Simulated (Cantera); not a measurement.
Thermodynamics of boron, boron nitride and boron oxide, feed BCl3 + N2

Charge: 1 mol BCl3, 44 mol N2, equilibrated at 1125 K.

These are equilibrium values from Cantera (NASA tables, ideal gas, pure condensed phases), not measurements of a reactor. Candidate condensed phases: B, BN; 10 gas species. N2 is the only nitrogen source here; it is nearly inert below about 1500 K, so the nitride shown seldom forms there in practice. Rates play no part.

From 0.000100 bar to 0.00520 bar the condensed part is BN(s). From 0.0190 bar to 1.00 bar nothing is condensed. The main B-bearing gas is BCl3 throughout.

```tsv
P (Pa)	x N2	x BCl3	x Cl	x BCl2	n BN(s)
10	0.978	0.0222	5.60e-5	5.97e-7	0.000833
37	0.978	0.0222	2.91e-5	3.10e-7	0.000434
140	0.978	0.0222	1.50e-5	1.60e-7	0.000224
520	0.978	0.0222	7.77e-6	8.28e-8	0.000118
1900	0.978	0.0222	4.06e-6	4.33e-8	0
7200	0.978	0.0222	2.09e-6	2.23e-8	0
27000	0.978	0.0222	1.08e-6	1.15e-8	0
100000	0.978	0.0222	5.60e-7	5.97e-9	0
```
x: gas mole fraction; n: condensed amount in mol.
